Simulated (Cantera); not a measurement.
# Reactions in the system C-O-Ti

Standard-state values (1 bar) from the NASA 1993 polynomials, evaluated with Cantera. Values are per mole of reaction as written; species without (g) are pure solids or liquids, kept so even where they would boil at 1 bar. TiC: taken at fixed stoichiometry.

TiO2 + TiC ⇌ 2 TiO(g) + C

```json
[
 {"T (K)": "300", "ΔH° (kJ)": "1237.6", "ΔS° (J/K)": "398.1", "ΔG° (kJ)": "1118.2", "log10 K": "-194.69", "condensed phases": "TiO2(rutile), TiC(s), C(graphite)"},
 {"T (K)": "2225", "ΔH° (kJ)": "1109.8", "ΔS° (J/K)": "308.8", "ΔG° (kJ)": "422.6", "log10 K": "-9.92", "condensed phases": "TiO2(l), TiC(s), C(graphite)"},
 {"T (K)": "2325", "ΔH° (kJ)": "1103.9", "ΔS° (J/K)": "306.3", "ΔG° (kJ)": "391.9", "log10 K": "-8.80", "condensed phases": "TiO2(l), TiC(s), C(graphite)"},
 {"T (K)": "2425", "ΔH° (kJ)": "1098.0", "ΔS° (J/K)": "303.8", "ΔG° (kJ)": "361.4", "log10 K": "-7.78", "condensed phases": "TiO2(l), TiC(s), C(graphite)"},
 {"T (K)": "2525", "ΔH° (kJ)": "1092.0", "ΔS° (J/K)": "301.3", "ΔG° (kJ)": "331.1", "log10 K": "-6.85", "condensed phases": "TiO2(l), TiC(s), C(graphite)"},
 {"T (K)": "2625", "ΔH° (kJ)": "1086.0", "ΔS° (J/K)": "299.0", "ΔG° (kJ)": "301.1", "log10 K": "-5.99", "condensed phases": "TiO2(l), TiC(s), C(graphite)"},
 {"T (K)": "2725", "ΔH° (kJ)": "1079.8", "ΔS° (J/K)": "296.7", "ΔG° (kJ)": "271.3", "log10 K": "-5.20", "condensed phases": "TiO2(l), TiC(s), C(graphite)"}
]
```

6 TiC + 7 O3(g) ⇌ 6 CO2(g) + 3 Ti2O3

```
T (K)  ΔH° (kJ)  ΔS° (J/K)  ΔG° (kJ)  log10 K  condensed phases
-----  --------  ---------  --------  -------  ----------------
300     -6811.4     -302.8   -6720.6  1170.13  TiC(s), Ti2O3(s)
2225    -6410.6      -46.6   -6307.0   148.06  TiC(s), Ti2O3(l)
2325    -6416.6      -49.2   -6302.2   141.59  TiC(s), Ti2O3(l)
2425    -6424.8      -52.6   -6297.2   135.64  TiC(s), Ti2O3(l)
2525    -6435.0      -56.7   -6291.7   130.15  TiC(s), Ti2O3(l)
2625    -6447.3      -61.5   -6285.8   125.08  TiC(s), Ti2O3(l)
2725    -6461.6      -66.9   -6279.4   120.36  TiC(s), Ti2O3(l)
```
